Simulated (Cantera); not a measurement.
Cantera with NASA thermochemical tables; ideal gases at 1 bar, condensed phases pure. Values are per mole of reaction as written; species without (g) are pure solids or liquids, kept so even where they would boil at 1 bar.

3 O(g) + 3 H2O(g) + 2 Fe → 2 Fe(OH)3

| T (K) | ΔH° (kJ) | ΔS° (J/K) | ΔG° (kJ) | log10 K | condensed phases |
|---|---|---|---|---|---|
| 300 | -1687.3 | -895.1 | -1418.8 | 247.03 | Fe(α), Fe(OH)3(s) |
| 598 | ___ | ___ | ___ | ___ | Fe(α), Fe(OH)3(s) |
| 798 | ___ | ___ | ___ | ___ | Fe(α), Fe(OH)3(s) |
| 998 | ___ | ___ | ___ | ___ | Fe(α), Fe(OH)3(s) |
| 1198 | ___ | ___ | ___ | ___ | Fe(γ), Fe(OH)3(s) |
| 1398 | -1638.2 | -838.9 | -465.4 | 17.39 | Fe(γ), Fe(OH)3(s) |

Problem. Fill in the missing entries.

Solution. 
- 598, ΔH° (kJ): -1681.3
- 598, ΔS° (J/K): -883.6
- 598, ΔG° (kJ): -1153.0
- 598, log10 K: 100.71
- 798, ΔH° (kJ): -1670.9
- 798, ΔS° (J/K): -868.6
- 798, ΔG° (kJ): -977.8
- 798, log10 K: 64.00
- 998, ΔH° (kJ): -1660.8
- 998, ΔS° (J/K): -857.2
- 998, ΔG° (kJ): -805.3
- 998, log10 K: 42.15
- 1198, ΔH° (kJ): -1654.0
- 1198, ΔS° (J/K): -851.1
- 1198, ΔG° (kJ): -634.3
- 1198, log10 K: 27.66
